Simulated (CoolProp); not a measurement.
A closed Brayton cycle with carbon dioxide: compressor inlet 320.15 K and 9.8 MPa, high pressure 24.6 MPa, turbine inlet 660 K, compressor efficiency 0.8, turbine efficiency 0.93, recuperator effectiveness 0.95 (on enthalpy, no pinch check). Each further row changes one setting.

The numbers come from the reference Helmholtz-energy equation of state, Span 1996 in CoolProp.

```csv
case,thermal efficiency (%),net work (kJ/kg),compressor to turbine work,compressor exit (K),turbine exit (K)
as stated,29.1,60.1,0.37,374.0,559.0
turbine inlet 610 K,26.0,50.5,0.42,374.0,513.0
compressor inlet 330.15 K,26.6,49.2,0.49,402.3,559.0
high pressure 20.9 MPa,28.3,52.6,0.35,364.1,576.6
recuperator effectiveness 0.5,19.5,60.1,0.37,374.0,559.0
```
